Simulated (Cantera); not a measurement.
Cantera run:

```python
import numpy as np
import cantera as ct

gas_names = [...]  # 95 gases of nasa_gas.yaml made of C, F, H
cond_names = """
    C(gr) C6H6(L) C7H8(L) C8H18(L),n-octa
""".split()


# ... load() reads the species with a 1 bar reference pressure and builds the phases ...
atoms = {
    'CH2F2': {'C': 1, 'H': 2, 'F': 2},
    'H2': {'H': 2},
}
top_T = {'C(gr)': 4500}  # K; cautious upper limits of use, not melting points


# ... equilibrate(T, P, feed) seeds the gas with the atoms and calls Mixture.equilibrate('TP', solver="vcs", rtol=1e-11, max_steps=5000) ...
results = []
feed = {'CH2F2': 1, 'H2': 0.14}  # mol
P = 730  # Pa
for T in [1648, 1723, 1798, 1873, 1948, 2023, 2098, 2173, 2248, 2323, 2398]:
    mix = equilibrate(T, P, feed)
    results.append((T, P, feed, dict(zip(mix.species_names, mix.species_moles))))

top = {s: max(r[3][s] / sum(r[3][g] for g in gas_names) for r in results) for s in gas_names}
cols = sorted((s for s in top if top[s] > 0.0001), key=lambda s: -top[s])[:5]
seen = [c for c in cond_names if any(r[3].get(c, 0) > 1e-12 for r in results)]
print("log10 of partial pressures in bar; condensed amounts in mol")
print(f"{'T/K':>10s}" + "".join(f"{s[:9]:>10s}" for s in cols + seen))
for T, P, feed, n in results:
    ng = sum(n[g] for g in gas_names)
    print(f"{T:10.4g}" + "".join(f"{np.log10(max(n[s] / ng * P / 1e5, 1e-99)):10.3f}" for s in cols)
          + "".join(f"{n.get(c, 0):10.4g}" for c in seen))
```

Output:

```
log10 of partial pressures in bar; condensed amounts in mol
       T/K        HF        H2         H         F C2H2,acet     C(gr)
      1648    -2.166    -3.322    -5.711    -8.695    -7.671         1
      1723    -2.166    -3.323    -5.401    -8.197    -7.366         1
      1798    -2.166    -3.325    -5.116    -7.740    -7.088         1
      1873    -2.166    -3.328    -4.854    -7.318    -6.834    0.9999
      1948    -2.167    -3.333    -4.613    -6.927    -6.602    0.9999
      2023    -2.167    -3.341    -4.392    -6.564    -6.390    0.9998
      2098    -2.168    -3.354    -4.189    -6.224    -6.199    0.9996
      2173    -2.169    -3.372    -4.003    -5.904    -6.029    0.9994
      2248    -2.171    -3.399    -3.833    -5.602    -5.879    0.9992
      2323    -2.173    -3.435    -3.681    -5.313    -5.750    0.9989
      2398    -2.176    -3.485    -3.545    -5.036    -5.645    0.9984
```

Equilibrium computed with Cantera from the NASA thermochemical tables; the gas is ideal and each condensed phase is pure.
